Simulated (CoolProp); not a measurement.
CH2F2 (R32) at 289.17 K and 0.513 MPa flows at 4.6 m/s in a round tube of 20 mm bore and 45 µm roughness, fully developed (64/Re and Nu = 3.66 if laminar; Colebrook and Gnielinski if turbulent). Each further row changes one setting.

The numbers come from the reference Helmholtz-energy equation of state, Tillner-Roth 1997 in CoolProp.

```tsv
case	Reynolds number	Darcy friction factor	pressure drop (Pa/m)	heat-transfer coefficient (W/(m² K))	mass flow (kg/h)
as stated	84900	0.0260	165	177	62.3
velocity 9.2 m/s	170000	0.0251	637	343	125
diameter 40 mm	170000	0.0217	68.8	148	249
```

Viscosity comes from a separate model (Bell 2016), an estimate that may be off by 10 % or more. Thermal conductivity comes from a separate model (Huber 2003), an estimate that may be off by 10 % or more.
